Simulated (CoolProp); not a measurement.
The numbers come from the reference Helmholtz-energy equation of state, Schmidt 1985 in CoolProp.

Give the vapour pressure (bar), vapour density (kg/m³), vapour viscosity (µPa s) of saturated oxygen at 118.4, 132 K.


```json
[
 {"T (K)": "118.4", "p (bar)": "9.31", "vapour density (kg/m³)": "35.8", "vapour viscosity (µPa s)": "9.28"},
 {"T (K)": "132", "p (bar)": "19.3", "vapour density (kg/m³)": "76.1", "vapour viscosity (µPa s)": "10.7"}
]
```

Viscosity comes from a separate model (Lemmon 2004).
